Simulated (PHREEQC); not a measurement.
0.14 g of hydrous ferric oxide (600 m²/g; 0.2 weak and 0.005 strong sites per Fe, Dzombak-Morel constants, diffuse double layer) in 1 kg of water with 0.1 mol/kgw of an inert sodium salt and 0.0022 mmol/kgw PbCl2 and 0.0064 mmol/kgw CaCl2, at 25 °C; the pH is set by adding NaOH or the inert anion's acid. O2 is buffered at 0.21 atm. The system is closed to CO2. No solid was allowed to form.

Base run: PHREEQC, ion-association model, wateq4f.dat. Each further column changes one thing. The table gives Pb sorbed (%).

```csv
pH,base,no electrostatic term (-no_edl),background salt from 0.1 to 0.01 mol/kgw,oxide from 0.14 to 0.7 g/kgw,0.00031 mol/kgw NiCl2 added
3,0.7,0.7,1.0,3.2,0.6
3.5,5.9,6.2,7.9,23.8,5.8
4.5,79.4,83.7,80.5,95.9,79.1
5,96.6,98.0,96.6,99.5,96.3
5.5,99.5,99.8,99.5,99.9,99.2
6.5,100.0,100.0,100.0,100.0,99.7
7,100.0,100.0,100.0,100.0,99.8
7.5,100.0,100.0,100.0,100.0,99.9
8.5,100.0,100.0,100.0,100.0,99.7
9,100.0,100.0,100.0,100.0,99.3
```

The oxide is taken as insoluble; below pH 4 it would dissolve. In at least one series the solution becomes supersaturated in solids that the run did not let form, among them Ni(OH)2.
